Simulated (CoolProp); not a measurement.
Properties of isobutane along the isotherm 76.35 °C (Tc = 134.7 °C, pc = 3629 kPa, ω = 0.184).

Model: reference Helmholtz-energy equation of state, Bücker 2006, in CoolProp.

```tsv
p (kPa)	phase	density (kg/m³)	cv (kJ/(kg K))	expansivity (1/kK)	Prandtl number
1210	gas	31.52	1.866	6.877	0.897
2420	liquid	482.3	1.904	3.556	3.53
3630	liquid	487.8	1.903	3.270	3.54
4840	liquid	492.7	1.902	3.045	3.55
6050	liquid	…	1.902	2.861	3.56
7260	liquid	501.3	1.902	2.708	3.58
8470	liquid	505.1	1.902	2.577	3.60
9680	liquid	508.7	1.902	2.464	3.62
10900	liquid	512.1	1.903	2.364	3.63
12100	liquid	515.3	1.903	2.277	3.65
13300	liquid	518.3	1.904	…	3.67
14500	liquid	521.2	1.905	2.129	3.69
15700	liquid	…	1.905	2.065	3.71
16900	liquid	526.6	1.906	2.006	…
18100	liquid	529.1	1.907	1.953	3.75
```

Task: Some entries are withheld; supply them.

Result: 
- 6050, density (kg/m³): 497.2
- 13300, expansivity (1/kK): 2.199
- 15700, density (kg/m³): 523.9
- 16900, Prandtl number: 3.73

Viscosity comes from a separate model (Vogel 2000). Thermal conductivity comes from a separate model (Perkins 2002).
